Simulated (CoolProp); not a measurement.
Vapour-liquid equilibrium of dimethyl ether (1) + ethanol (2) at 2.04 bar; x and y are mole fractions of (1).

Model: multi-fluid Helmholtz-energy mixture model, Wu 2011 and Schroeder 2014; pair parameters Bell 2016, in CoolProp.

### Question
Give the bubble temperature and the first vapour's composition at x = 0.15, 0.35, 0.85. Is there an azeotrope?

### Answer
x = 0.15: 38.1 °C, y = 0.927; x = 0.35: 13.6 °C, y = 0.985; x = 0.85: -3.6 °C, y = 0.998. No azeotrope shows between x = 0.05 and 0.95.

Pair parameters are fitted to limited data, so mixtures are less certain than the pure fluids.
